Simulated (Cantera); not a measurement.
BN + H2 (nitride etching)

Charge: 1 mol BN, 150 mol H2, equilibrated at 320 Pa.

These are equilibrium values from Cantera (NASA tables, ideal gas, pure condensed phases), not measurements of a reactor. Candidate condensed phases: B, BN; 15 gas species. Mutual solubility and eutectic melting of coexisting phases are not modelled. The tables' values for BH2 are old estimates; treat these amounts as uncertain. The numbers say what is thermodynamically allowed, not how fast it happens.

From 898 K to 1498 K the condensed part is BN(s). From 1648 K to 1798 K the condensed part is B(s) + BN(s). At 1948 K the condensed part is B(s).

```
T (K)   x H2       x H      x N2     x BH2       x B  n BN(s)  n B(s)
-----  -----  --------  --------  --------  --------  -------  ------
898     1.00   1.93e-9    <1e-12    <1e-12    <1e-12     1.00       0
1048    1.00   1.37e-7  2.00e-10  1.87e-10    <1e-12     1.00       0
1198   1.000   3.36e-6   1.02e-8   1.60e-8    <1e-12    1.000       0
1348   1.000   4.09e-5   2.53e-7   4.64e-7  1.06e-12    1.000       0
1498   1.000  0.000304   3.44e-6   6.64e-6  3.90e-10    0.999       0
1648   0.998   0.00157   6.18e-5   3.97e-5   3.34e-8    0.981  0.0125
1798   0.992   0.00620   0.00128  0.000127   9.84e-7    0.614   0.367
1948   0.977    0.0197   0.00329  0.000336   1.71e-5        0   0.946
```
x: gas mole fraction; n: condensed amount in mol.
